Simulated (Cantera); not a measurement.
**NiS + H2 (hydrogen reduction and annealing atmospheres)**

Input: 1 mol NiS, 230 mol H2, held at 2.80 bar.

Method: chemical equilibrium by Gibbs-energy minimisation in Cantera with the NASA 1993 tables (ideal gas, pure condensed phases). Candidate condensed phases: Ni, NiS, NiS2, Ni3S2, Ni3S4, S; 9 gas species. Rates play no part.

From 1073 K to 1673 K the condensed part is Ni(s). From 1773 K to 1873 K the condensed part is Ni(l).

```csv
T (K),log p H2,log p H2S,log p H,log p SH,log p Ni,log p S2,log p S,log p NiS,n Ni(s),n Ni(l)
1073,0.45,-1.91,-7.63,-6.77,<-11,-8.35,<-11,<-11,1.00,0
1173,0.45,-1.91,-6.71,-6.09,-11.39,-7.60,-10.29,-11.51,1.00,0
1273,0.45,-1.91,-5.92,-5.51,-9.91,-6.97,-9.22,-10.20,1.00,0
1373,0.45,-1.91,-5.25,-5.02,-8.65,-6.42,-8.30,-9.09,1.00,0
1473,0.45,-1.92,-4.68,-4.59,-7.56,-5.96,-7.51,-8.13,1.000,0
1573,0.45,-1.92,-4.17,-4.22,-6.61,-5.55,-6.82,-7.29,1.000,0
1673,0.45,-1.92,-3.72,-3.90,-5.78,-5.20,-6.21,-6.56,1.000,0
1773,0.45,-1.92,-3.32,-3.61,-5.06,-4.89,-5.67,-5.93,0,0.999
1873,0.45,-1.93,-2.97,-3.36,-4.43,-4.62,-5.19,-5.39,0,0.997
```
log p: log10 of the partial pressure in bar; n: condensed amount in mol.
